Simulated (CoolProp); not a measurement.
The fluid at 295 K and 17.1 MPa is throttled through a valve to 5.93 MPa with no heat exchange. The same conditions are run with several fluids, on thermodynamics alone (safety and materials aside).

The numbers come from the reference Helmholtz-energy equation of state of each fluid (fluorine: de Reuck 1990; nitrogen: Span 2000; ethylene: Smukala 2000; C2F6 (R116): Lemmon 2006; CF4 (R14): Platzer 1990) in CoolProp. The equations of Platzer and Polt are older, rougher fits.

| fluid | temperature change (K) | final phase | final density (kg/m³) |
|---|---|---|---|
| fluorine | (withheld) | supercritical | (withheld) |
| nitrogen | -15.5 | supercritical | (withheld) |
| ethylene | (withheld) | supercritical | (withheld) |
| C2F6 (R116) | (withheld) | liquid | (withheld) |
| CF4 (R14) | -32.9 | supercritical | (withheld) |

Fill in the missing entries.


- fluorine, temperature change (K): -16.5
- fluorine, final density (kg/m³): 101
- nitrogen, final density (kg/m³): 72.4
- ethylene, temperature change (K): -12.4
- ethylene, final density (kg/m³): 325
- C2F6 (R116), temperature change (K): -3.4
- C2F6 (R116), final density (kg/m³): 1100
- CF4 (R14), final density (kg/m³): 396
